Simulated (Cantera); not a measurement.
Charge: 1 mol C6H6, 1.7 mol NH3, 0.0075 mol O2, at 1.00 Torr.

These are equilibrium values from Cantera (NASA tables, ideal gas, pure condensed phases), not measurements of a reactor. Candidate condensed phases: C, C6H6, C7H8, C8H18, H2O; 136 gas species. Rates play no part.

Over these rows the condensed part is C(graphite). Partial pressures as log10 of bar:

```
T (K)  1000/T (1/K)  log p HCN  log p H2  log p N2
-----  ------------  ---------  --------  --------
1373         0.7283      -6.75     -2.94     -3.75
1473         0.6789      -6.41     -2.94     -3.75
1573         0.6357      -6.11     -2.94     -3.75
1673         0.5977          ?     -2.94     -3.76
1773         0.5640      -5.62     -2.94     -3.76
1873         0.5339      -5.42     -2.95     -3.76
```

Fit log p(HCN) = a + b·(1000/T) to the five rows, give the apparent enthalpy, and predict the row at 1673 K.

Means: 1000/T = 0.6282, log p = -6.062. Sxy = -0.175789, Sxx = 0.0256609, so b = -6.85 and a = -6.062 − (-6.85)×0.6282 = -1.76.
Apparent enthalpy: −19.145 × (-6.85) = 131 kJ/mol. With the condensed phases at unit activity, C(graphite) + 1/2 H2(g) + 1/2 N2(g) = HCN(g) links this pressure to the main gases: over the six rows their terms move log p by -0.01 in all, so the slope is close to that reaction's ΔH°. The five rows lie within 0.01 of the line.
Prediction at 1673 K: -1.76 + (-6.85)×0.5977 = -5.85. The computed value is -5.85, 0.00 from the line.
